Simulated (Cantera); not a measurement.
# Premixed flame

A freely propagating, adiabatic, planar premixed flame of 5.49 % CH4, 7.68 % H2, 16.6 % O2, 62.5 % N2, 7.68 % CO2, equivalence ratio 0.89, unburnt at 375 K and 180000 Pa; mixture-averaged transport, grid criteria slope 0.08 and curve 0.16, no radiation.

Computed with Cantera and GRI-Mech 3.0 (53 species, 325 reactions). Burning velocities carry a grid error of a few per cent, more on coarse grids.

```json
[
 {"z (mm)": "-0.899", "T (K)": "375", "u (m/s)": "0.389", "x CH4": "0.0549", "x H2": "0.0752", "x O2": "0.166", "x C2H6": "<1e-8", "x NO": "<1e-8", "x C2H": "<1e-8"},
 {"z (mm)": "-0.599", "T (K)": "377", "u (m/s)": "0.389", "x CH4": "0.0551", "x H2": "0.0713", "x O2": "0.167", "x C2H6": "5.99e-8", "x NO": "<1e-8", "x C2H": "<1e-8"},
 {"z (mm)": "-0.449", "T (K)": "385", "u (m/s)": "0.396", "x CH4": "0.0551", "x H2": "0.0660", "x O2": "0.168", "x C2H6": "5.23e-7", "x NO": "<1e-8", "x C2H": "<1e-8"},
 {"z (mm)": "-0.300", "T (K)": "443", "u (m/s)": "0.451", "x CH4": "0.0534", "x H2": "0.0546", "x O2": "0.166", "x C2H6": "8.47e-6", "x NO": "2.06e-8", "x C2H": "<1e-8"},
 {"z (mm)": "-0.150", "T (K)": "796", "u (m/s)": "0.807", "x CH4": "0.0390", "x H2": "0.0358", "x O2": "0.140", "x C2H6": "0.000142", "x NO": "5.71e-7", "x C2H": "<1e-8"},
 {"z (mm)": "-0.0749", "T (K)": "1175", "u (m/s)": "1.19", "x CH4": "0.0222", "x H2": "0.0259", "x O2": "0.105", "x C2H6": "0.000268", "x NO": "1.64e-6", "x C2H": "<1e-8"},
 {"z (mm)": "0", "T (K)": "1543", "u (m/s)": "1.57", "x CH4": "0.00527", "x H2": "0.0162", "x O2": "0.0645", "x C2H6": "4.32e-5", "x NO": "3.19e-6", "x C2H": "<1e-8"},
 {"z (mm)": "0.0749", "T (K)": "1708", "u (m/s)": "1.74", "x CH4": "0.000314", "x H2": "0.00884", "x O2": "0.0417", "x C2H6": "1.56e-7", "x NO": "5.05e-6", "x C2H": "<1e-8"},
 {"z (mm)": "0.150", "T (K)": "1778", "u (m/s)": "1.80", "x CH4": "1.03e-5", "x H2": "0.00615", "x O2": "0.0344", "x C2H6": "<1e-8", "x NO": "6.40e-6", "x C2H": "<1e-8"},
 {"z (mm)": "0.300", "T (K)": "1857", "u (m/s)": "1.88", "x CH4": "1.98e-8", "x H2": "0.00459", "x O2": "0.0298", "x C2H6": "<1e-8", "x NO": "8.05e-6", "x C2H": "<1e-8"},
 {"z (mm)": "0.599", "T (K)": "1931", "u (m/s)": "1.94", "x CH4": "<1e-8", "x H2": "0.00305", "x O2": "0.0263", "x C2H6": "<1e-8", "x NO": "9.95e-6", "x C2H": "<1e-8"},
 {"z (mm)": "1.20", "T (K)": "1986", "u (m/s)": "1.99", "x CH4": "<1e-8", "x H2": "0.00173", "x O2": "0.0237", "x C2H6": "<1e-8", "x NO": "1.21e-5", "x C2H": "<1e-8"},
 {"z (mm)": "2.40", "T (K)": "2019", "u (m/s)": "2.02", "x CH4": "<1e-8", "x H2": "0.000900", "x O2": "0.0220", "x C2H6": "<1e-8", "x NO": "1.44e-5", "x C2H": "<1e-8"}
]
```
x: mole fraction of selected species; z is measured from the peak of heat release.

```yaml
laminar_burning_velocity: 38.9 cm/s
thermal_thickness: 0.300 mm
peak x(C2H6): 0.000270
peak x(C2H): <1e-8
grid_points: 144
```
